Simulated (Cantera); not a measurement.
A Cantera script and what it prints.

```python
import numpy as np
import cantera as ct

gas_names = """
    CL CL2 H HCL H2 Si SiCL SiCL2 SiCL3 SiCL4 SiH SiHCL3 SiH2 SiH2CL2 SiH3 SiH3CL SiH4 Si2 Si3
""".split()
cond_names = """
    Si(cr) Si(L)
""".split()


# ... load() reads the species with a 1 bar reference pressure and builds the phases ...
atoms = {
    'Si': {'Si': 1},
    'H2': {'H': 2},
    'Cl2': {'CL': 2},
}
top_T = {}  # K; cautious upper limits of use, not melting points


# ... equilibrate(T, P, feed) seeds the gas with the atoms and calls Mixture.equilibrate('TP', solver="vcs", rtol=1e-11, max_steps=5000) ...
results = []
feed = {'Si': 1, 'H2': 9.6, 'Cl2': 0.56}  # mol
P = 100000  # Pa
for T in [523, 623, 723, 823, 923, 1023, 1123, 1223, 1323, 1423, 1523, 1623]:
    mix = equilibrate(T, P, feed)
    results.append((T, P, feed, dict(zip(mix.species_names, mix.species_moles))))
    x = sorted(zip(gas.X, gas.species_names), reverse=True)
    print(f"T = {T:g} K  P = {P:g} Pa  gas = {mix.phase_moles(0):.4g} mol")
    print("   x: " + "  ".join(f"{s} {v:.3e}" for v, s in x if v > 1e-06))
    print("   condensed (mol): " + ("  ".join(f"{mix.phase(i).name} {mix.phase_moles(i):.4g}"
          for i in range(1, mix.n_phases) if mix.phase_moles(i) > 1e-12) or "none"))
```

Output:

```
T = 523 K  P = 100000 Pa  gas = 9.834 mol
   x: H2 9.668e-01  SiHCL3 1.731e-02  SiCL4 1.511e-02  SiH2CL2 7.516e-04  SiH3CL 5.789e-06  HCL 2.863e-06
   condensed (mol): Si(cr) 0.6737
T = 623 K  P = 100000 Pa  gas = 9.834 mol
   x: H2 9.668e-01  SiHCL3 1.668e-02  SiCL4 1.546e-02  SiH2CL2 9.679e-04  HCL 4.147e-05  SiH3CL 1.123e-05
   condensed (mol): Si(cr) 0.6742
T = 723 K  P = 100000 Pa  gas = 9.835 mol
   x: H2 9.667e-01  SiHCL3 1.607e-02  SiCL4 1.577e-02  SiH2CL2 1.135e-03  HCL 2.835e-04  SiH3CL 1.752e-05  SiCL3 2.026e-06
   condensed (mol): Si(cr) 0.6755
T = 823 K  P = 100000 Pa  gas = 9.839 mol
   x: H2 9.661e-01  SiCL4 1.593e-02  SiHCL3 1.544e-02  SiH2CL2 1.260e-03  HCL 1.202e-03  SiH3CL 2.403e-05  SiCL3 1.709e-05  SiCL2 1.646e-06
   condensed (mol): Si(cr) 0.6785
T = 923 K  P = 100000 Pa  gas = 9.846 mol
   x: H2 9.644e-01  SiCL4 1.574e-02  SiHCL3 1.469e-02  HCL 3.684e-03  SiH2CL2 1.342e-03  SiCL3 8.891e-05  SiH3CL 3.027e-05  SiCL2 2.022e-05
   condensed (mol): Si(cr) 0.6858
T = 1023 K  P = 100000 Pa  gas = 9.863 mol
   x: H2 9.606e-01  SiCL4 1.494e-02  SiHCL3 1.362e-02  HCL 8.918e-03  SiH2CL2 1.374e-03  SiCL3 3.226e-04  SiCL2 1.472e-04  SiH3CL 3.573e-05
   condensed (mol): Si(cr) 0.6999
T = 1123 K  P = 100000 Pa  gas = 9.894 mol
   x: H2 9.540e-01  HCL 1.796e-02  SiCL4 1.315e-02  SiHCL3 1.197e-02  SiH2CL2 1.335e-03  SiCL3 8.695e-04  SiCL2 7.146e-04  SiH3CL 3.979e-05
   condensed (mol): Si(cr) 0.7222
T = 1223 K  P = 100000 Pa  gas = 9.943 mol
   x: H2 9.440e-01  HCL 3.089e-02  SiCL4 1.012e-02  SiHCL3 9.541e-03  SiCL2 2.460e-03  SiCL3 1.767e-03  SiH2CL2 1.200e-03  SiH3CL 4.155e-05
   condensed (mol): Si(cr) 0.7502
T = 1323 K  P = 100000 Pa  gas = 10.01 mol
   x: H2 9.320e-01  HCL 4.563e-02  SiHCL3 6.439e-03  SiCL4 6.215e-03  SiCL2 6.109e-03  SiCL3 2.635e-03  SiH2CL2 9.558e-04  SiH3CL 4.010e-05  H 1.531e-06
   condensed (mol): Si(cr) 0.7758
T = 1423 K  P = 100000 Pa  gas = 10.08 mol
   x: H2 9.213e-01  HCL 5.794e-02  SiCL2 1.098e-02  SiHCL3 3.454e-03  SiCL4 2.798e-03  SiCL3 2.787e-03  SiH2CL2 6.501e-04  SiH3CL 3.537e-05  H 6.376e-06
   condensed (mol): Si(cr) 0.7914
T = 1523 K  P = 100000 Pa  gas = 10.12 mol
   x: H2 9.150e-01  HCL 6.486e-02  SiCL2 1.503e-02  SiCL3 2.194e-03  SiHCL3 1.515e-03  SiCL4 9.567e-04  SiH2CL2 3.859e-04  SiH3CL 2.899e-05  H 2.211e-05  SiH2 1.835e-06  CL 1.258e-06
   condensed (mol): Si(cr) 0.7965
T = 1623 K  P = 100000 Pa  gas = 10.14 mol
   x: H2 9.123e-01  HCL 6.753e-02  SiCL2 1.748e-02  SiCL3 1.485e-03  SiHCL3 6.163e-04  SiCL4 2.944e-04  SiH2CL2 2.177e-04  H 6.602e-05  SiH3CL 2.306e-05  SiH2 5.900e-06  CL 3.849e-06  SiCL 3.064e-06
   condensed (mol): Si(cr) 0.7959
```

Equilibrium computed with Cantera from the NASA thermochemical tables; the gas is ideal and each condensed phase is pure. The tables' values for SiCl3 are old estimates; treat these amounts as uncertain.
